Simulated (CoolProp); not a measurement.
Properties of R404A along the isotherm -30.85 °C (Tc = 72.1 °C, pc = 37.35 bar, ω = 0.293).

Values from CoolProp's reference Helmholtz-energy equation of state, Lemmon 2003. It is a pseudo-pure fit of the blend.

```json
[
 {"p (bar)": "5.84", "phase": "liquid", "density (kg/m³)": "1259", "Joule-Thomson coefficient (K/MPa)": "-0.2314", "expansivity (1/kK)": "2.582", "viscosity (µPa s)": "268"},
 {"p (bar)": "11.7", "phase": "liquid", "density (kg/m³)": "1261", "Joule-Thomson coefficient (K/MPa)": "-0.2360", "expansivity (1/kK)": "2.553", "viscosity (µPa s)": "270"},
 {"p (bar)": "17.5", "phase": "liquid", "density (kg/m³)": "1263", "Joule-Thomson coefficient (K/MPa)": "-0.2403", "expansivity (1/kK)": "2.524", "viscosity (µPa s)": "273"},
 {"p (bar)": "23.3", "phase": "liquid", "density (kg/m³)": "(withheld)", "Joule-Thomson coefficient (K/MPa)": "-0.2445", "expansivity (1/kK)": "2.497", "viscosity (µPa s)": "275"},
 {"p (bar)": "29.2", "phase": "liquid", "density (kg/m³)": "1267", "Joule-Thomson coefficient (K/MPa)": "(withheld)", "expansivity (1/kK)": "2.470", "viscosity (µPa s)": "277"},
 {"p (bar)": "35", "phase": "liquid", "density (kg/m³)": "1269", "Joule-Thomson coefficient (K/MPa)": "-0.2524", "expansivity (1/kK)": "2.445", "viscosity (µPa s)": "280"},
 {"p (bar)": "40.8", "phase": "liquid", "density (kg/m³)": "1271", "Joule-Thomson coefficient (K/MPa)": "-0.2562", "expansivity (1/kK)": "2.420", "viscosity (µPa s)": "(withheld)"},
 {"p (bar)": "46.7", "phase": "liquid", "density (kg/m³)": "1273", "Joule-Thomson coefficient (K/MPa)": "-0.2599", "expansivity (1/kK)": "2.396", "viscosity (µPa s)": "284"},
 {"p (bar)": "52.5", "phase": "liquid", "density (kg/m³)": "1275", "Joule-Thomson coefficient (K/MPa)": "-0.2634", "expansivity (1/kK)": "2.373", "viscosity (µPa s)": "287"},
 {"p (bar)": "58.4", "phase": "liquid", "density (kg/m³)": "1277", "Joule-Thomson coefficient (K/MPa)": "-0.2668", "expansivity (1/kK)": "2.351", "viscosity (µPa s)": "289"},
 {"p (bar)": "64.2", "phase": "liquid", "density (kg/m³)": "1279", "Joule-Thomson coefficient (K/MPa)": "-0.2701", "expansivity (1/kK)": "2.329", "viscosity (µPa s)": "291"},
 {"p (bar)": "70", "phase": "liquid", "density (kg/m³)": "1281", "Joule-Thomson coefficient (K/MPa)": "-0.2732", "expansivity (1/kK)": "2.308", "viscosity (µPa s)": "293"},
 {"p (bar)": "75.9", "phase": "liquid", "density (kg/m³)": "1282", "Joule-Thomson coefficient (K/MPa)": "-0.2764", "expansivity (1/kK)": "2.287", "viscosity (µPa s)": "295"},
 {"p (bar)": "81.7", "phase": "liquid", "density (kg/m³)": "1284", "Joule-Thomson coefficient (K/MPa)": "-0.2793", "expansivity (1/kK)": "2.268", "viscosity (µPa s)": "298"},
 {"p (bar)": "87.5", "phase": "liquid", "density (kg/m³)": "1286", "Joule-Thomson coefficient (K/MPa)": "-0.2822", "expansivity (1/kK)": "2.248", "viscosity (µPa s)": "(withheld)"},
 {"p (bar)": "93.4", "phase": "liquid", "density (kg/m³)": "1288", "Joule-Thomson coefficient (K/MPa)": "-0.2851", "expansivity (1/kK)": "2.229", "viscosity (µPa s)": "302"}
]
```

Fill in the missing entries.


- 23.3, density (kg/m³): 1265
- 29.2, Joule-Thomson coefficient (K/MPa): -0.2486
- 40.8, viscosity (µPa s): 282
- 87.5, viscosity (µPa s): 300

Viscosity comes from a separate model (Geller 2000).
